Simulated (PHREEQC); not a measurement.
Copper plating or etch bath: an equilibrium model

Dissolve 33 mmol/kgw Cu(NO3)2 and 71 mmol/kgw HNO3 at 25 °C. It is in equilibrium with CO2 at log p = -3.5 (atm). Otherwise closed; pH follows from the charge balance.

Equilibrium calculation in PHREEQC: ion-association model, phreeqc.dat.

This is a speciation only: nothing precipitates in the calculation.

Q: Predict the pH, specific conductance, density.

A: pH 1.24; specific conductance 30000 µS/cm; density 1.004 g/cm³.

Species that the database lacks are ignored.
